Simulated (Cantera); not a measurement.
A closed system holds: 1 mol borazine, 7 mol H2O, 0.32 mol H2, equilibrated at 1300 K and 1200 Pa.

Cantera equilibrium calculation (NASA polynomials, part measured and part estimated; ideal gas, pure solids and liquids). Candidate condensed phases: B, BN, B2O3, B3O3H3, H2O; 39 gas species. The feed counts by its element totals alone. Gases not in the tables: H3BO3. Equilibrium is a limit: real reactors are often held back by kinetics, nucleation or transport.

Base state: H2 0.657, H2O 0.204, N2 0.126, HBO2 0.0127, (HBO2)3 8.30e-5, B2O3 1.55e-5 (mole fractions); condensed: B2O3(l).

### Question
What changes in the equilibrium state with this change: pressure from 1200 Pa to 550 Pa?

### Answer
```json
[
 {"species": "H2", "before": "0.657", "after": "0.655"},
 {"species": "H2O", "before": "0.204", "after": "0.200"},
 {"species": "N2", "before": "0.126", "after": "0.126"},
 {"species": "HBO2", "before": "0.0127", "after": "0.0186"},
 {"species": "B2O3", "before": "1.55e-5", "after": "3.38e-5"},
 {"species": "(HBO2)3", "before": "8.30e-5", "after": "5.47e-5"},
 {"species": "H", "before": "8.19e-6", "after": "1.21e-5"},
 {"species": "B2O3(l), mol", "before": "1.42", "after": "1.39"}
]
```

### Question
What changes in the equilibrium state with this change: temperature from 1300 K to 1675 K?

### Answer
```
species        before    after
------------  -------  -------
H2              0.657    0.585
HBO2           0.0127    0.184
N2              0.126    0.113
H2O             0.204   0.0966
B2O3          1.55e-5   0.0199
B2O2            <1e-9  2.15e-5
BO            2.39e-9  4.58e-5
B2O3(l), mol     1.42        0
```
